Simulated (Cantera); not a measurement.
A Cantera script and its output.

```python
import numpy as np
import cantera as ct

gas = ct.Solution("gri30.yaml")
gas.TPX = 1448, 80000, {'CO': 0.014, 'O2': 0.04, 'H2O': 0.00013, 'N2': 1}
reactor = ct.IdealGasConstPressureReactor(gas, energy="off", clone=False)
net = ct.ReactorNet([reactor])
net.rtol, net.atol = 1e-08, 1e-18
show = ['CO', 'O2', 'H2O', 'NO', 'CO2', 'N2O']
times = np.geomspace(0.0002, 200, 10)

steps = ct.SolutionArray(gas, extra=["t"])
rows = []
print(f"{'t/s':>10s}{'T/K':>9s}{'P/Pa':>11s}" + "".join(f"{s:>11s}" for s in show))
for t in times:
    while net.time < t:
        t_next = net.step()
        steps.append(gas.state, t=t_next)
    rows.append([np.interp(t, steps.t, y) for y in (steps.T, steps.P, *steps(*show).X.T)])
    print(f"{t:10.3e}{rows[-1][0]:9.1f}{rows[-1][1]:11.4g}" + "".join(f"{x:11.3e}" for x in rows[-1][2:]))
rate = np.gradient(steps.T, steps.t)
print("integrator steps:", len(steps.t))
if steps.T.max() > steps.T[0] + 200:
    print(f"time of steepest temperature rise: {steps.t[rate.argmax()]:.4e} s")
gas.TPX = 1448, 80000, {'CO': 0.014, 'O2': 0.04, 'H2O': 0.00013, 'N2': 1}
gas.equilibrate("TP")
print(f"equilibrium (TP): T = {gas.T:.1f} K  " + "  ".join(f"{s} {gas[s].X[0]:.3e}" for s in show))
```

Result:

```
       t/s      T/K       P/Pa         CO         O2        H2O         NO        CO2        N2O
 2.000e-04   1448.0      8e+04  1.328e-02  3.795e-02  1.233e-04  5.549e-14  1.058e-07  7.932e-12
 9.283e-04   1448.0      8e+04  1.328e-02  3.795e-02  1.233e-04  1.399e-12  7.283e-07  1.868e-10
 4.309e-03   1448.0      8e+04  1.313e-02  3.781e-02  1.190e-04  7.595e-10  1.479e-04  5.507e-08
 2.000e-02   1448.0      8e+04  2.341e-03  3.210e-02  8.434e-05  6.510e-06  1.101e-02  1.823e-06
 9.283e-02   1448.0      8e+04  1.039e-04  3.153e-02  1.177e-04  1.090e-05  1.326e-02  1.640e-06
 4.309e-01   1448.0      8e+04  4.212e-06  3.151e-02  1.225e-04  1.148e-05  1.337e-02  2.855e-07
 2.000e+00   1448.0      8e+04  2.683e-07  3.151e-02  1.235e-04  1.155e-05  1.337e-02  3.006e-08
 9.283e+00   1448.0      8e+04  1.848e-07  3.151e-02  1.236e-04  1.157e-05  1.337e-02  2.468e-08
 4.309e+01   1448.0      8e+04  1.848e-07  3.151e-02  1.236e-04  1.169e-05  1.337e-02  2.468e-08
 2.000e+02   1448.0      8e+04  1.848e-07  3.151e-02  1.236e-04  1.221e-05  1.337e-02  2.468e-08
integrator steps: 1643
equilibrium (TP): T = 1448.0 K  CO 1.855e-07  O2 3.131e-02  H2O 1.236e-04  NO 4.016e-04  CO2 1.337e-02  N2O 2.467e-08
```

Detailed kinetics in Cantera: GRI-Mech 3.0 (53 species, 325 reactions).
